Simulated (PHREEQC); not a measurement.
Make-up at 22 °C and 300 atm: 0.0088 mol/kgw NaCl, 0.21 mol/kgw FeCl2, 9.6e-06 mol/kgw H4SiO4 and 0.0056 mol/kgw ZnBr2. Closed to the air; pH follows from the charge balance.

The numbers come from PHREEQC with the ion-association model, phreeqc.dat.

Precipitation was switched off in this run.

Q: Order these Cl species by the share of Cl that they hold, largest first: FeCl+, Cl-, ZnCl+.

A: Cl- (95 %), FeCl+ (5.1 %), ZnCl+ (0.24 %)

The pH is 5.35 and the ionic strength 0.609 mol/kgw. Under pressure, the constants of complexes without a molar volume in the database are unreliable.
